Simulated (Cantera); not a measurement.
# Equilibrium for carbon deposition, reforming and gasification: acetone + NH₃

Charge: 1 mol acetone, 0.81 mol NH₃, at 41.0 Pa.

These are equilibrium values from Cantera (NASA tables, ideal gas, pure condensed phases), not measurements of a reactor. Candidate condensed phases: C, C₆H₆, C₇H₈, C₈H₁₈, H₂O; 136 gas species. The feed counts by its element totals alone. Equilibrium is a limit: real reactors are often held back by kinetics, nucleation or transport.

From 2300 K to 2500 K the condensed part is C(graphite). The main C-bearing gas is CO throughout. The share of C in condensed phases is highest at 2300 K (64.0 %) and lowest at 2500 K (61.5 %).

```json
[
 {"T (K)": "2300", "x H": "0.324", "x H₂": "0.460", "x CO": "0.149", "x N₂": "0.0566", "x HCN": "0.00664", "n C(graphite)": "1.92"},
 {"T (K)": "2325", "x H": "0.357", "x H₂": "0.432", "x CO": "0.146", "x N₂": "0.0553", "x HCN": "0.00683", "n C(graphite)": "1.92"},
 {"T (K)": "2350", "x H": "0.390", "x H₂": "0.402", "x CO": "0.143", "x N₂": "0.0540", "x HCN": "0.00700", "n C(graphite)": "1.91"},
 {"T (K)": "2375", "x H": "0.425", "x H₂": "0.372", "x CO": "0.140", "x N₂": "0.0526", "x HCN": "0.00712", "n C(graphite)": "1.90"},
 {"T (K)": "2400", "x H": "0.459", "x H₂": "0.341", "x CO": "0.137", "x N₂": "0.0512", "x HCN": "0.00722", "n C(graphite)": "1.89"},
 {"T (K)": "2425", "x H": "0.493", "x H₂": "0.311", "x CO": "0.134", "x N₂": "0.0499", "x HCN": "0.00727", "n C(graphite)": "1.89"},
 {"T (K)": "2450", "x H": "0.527", "x H₂": "0.282", "x CO": "0.131", "x N₂": "0.0486", "x HCN": "0.00729", "n C(graphite)": "1.88"},
 {"T (K)": "2475", "x H": "0.559", "x H₂": "0.253", "x CO": "0.128", "x N₂": "0.0473", "x HCN": "0.00727", "n C(graphite)": "1.86"},
 {"T (K)": "2500", "x H": "0.590", "x H₂": "0.225", "x CO": "0.125", "x N₂": "0.0461", "x HCN": "0.00722", "n C(graphite)": "1.85"}
]
```
x: gas mole fraction; n: condensed amount in mol.
